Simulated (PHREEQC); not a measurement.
A solution holds 0.18 mol NaHF2 per kg of water, at 39 °C. Closed to the air; pH follows from the charge balance.

Model: ion-association model, phreeqc.dat, run in PHREEQC.

This is a speciation only: nothing precipitates in the calculation.

Task: Predict the pH, activity of water.

Result: pH 3.11; activity of water 0.992.

Task: In which forms is F present?

Result: HF 34 %, HF2- 32 %, F- 32 %, NaF 1.7 % of the F.

Away from 25 °C the constants follow the database's enthalpies or fits; those with neither stay at their 25 °C values.
